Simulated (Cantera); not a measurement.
Feed: 1 mol Si3N4, 3.5 mol HCl, 1.6 mol N2, equilibrated at 0.100 bar.

These are equilibrium values from Cantera (NASA tables, ideal gas, pure condensed phases), not measurements of a reactor. Candidate condensed phases: NH4Cl, Si, Si3N4; 28 gas species. Gases not in the tables: Si2H6 and higher silanes. Equilibrium is a limit: real reactors are often held back by kinetics, nucleation or transport.

Q: Which condensed phases are stable at each of these points (T (K)): 1825, 1850, 1875, 1900, 1925, 1950, 1975, 2000, 2025, 2050?

A: 
| T (K) | condensed phases | Si condensed (%) |
|---|---|---|
| 1825 | Si3N4(s) | 59.7 |
| 1850 | Si3N4(s) | 58.2 |
| 1875 | Si3N4(s) | 56.9 |
| 1900 | Si3N4(s) | 55.7 |
| 1925 | Si(l) | 55.7 |
| 1950 | Si(l) | 55.8 |
| 1975 | Si(l) | 55.9 |
| 2000 | Si(l) | 56.0 |
| 2025 | Si(l) | 56.1 |
| 2050 | Si(l) | 56.1 |

From 1825 K to 1900 K the condensed part is Si3N4(s). From 1925 K to 2050 K the condensed part is Si(l).
